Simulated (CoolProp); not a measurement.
Model: reference Helmholtz-energy equation of state, Zhou 2012, in CoolProp.

Question: For m-xylene, give the phase and the cp (kJ/(kg K)), speed of sound (m/s), Joule-Thomson coefficient (K/MPa) at 509 K and 1.01 bar; 524.8 K and 1.01 bar; 540.7 K and 1.01 bar.

Answer: 
- 509 K and 1.01 bar: gas; cp 1.95, speed of sound 200, Joule-Thomson coefficient 14.0
- 524.8 K and 1.01 bar: gas; cp 1.99, speed of sound 203, Joule-Thomson coefficient 12.5
- 540.7 K and 1.01 bar: gas; cp 2.03, speed of sound 207, Joule-Thomson coefficient 11.3
